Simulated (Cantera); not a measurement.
An isothermal, constant-pressure homogeneous reactor starts with C2H6 : N2 : H2O = 1 : 120 : 0.18 (molar parts), at 1950 K and 0.0132 atm.

Detailed kinetics in Cantera: GRI-Mech 3.0 (53 species, 325 reactions). GRI-Mech 3.0 stops at C3 and has no aromatics, soot or wall deposition, so with more carbon than oxygen in the feed, carbon stays in small species such as C2H2 where larger ones or solid carbon would form. Radical loss at walls, strong at low pressure, is not modelled.

One state of this run: x C2H6 = 6.17e-12; x C2H2 = 0.00706; x C2H4 = 2.29e-8; x CH2 = 1.91e-7; x CH3 = 4.31e-6; x H = 0.000627; x H2 = 0.0180. x: mole fraction; the columns are a selection and need not sum to one.

Task: Which value of t (s) does it belong to?
(A) 3.78
(B) 33.7
(C) 0.0160
(D) 11.3

Result: A, 3.78
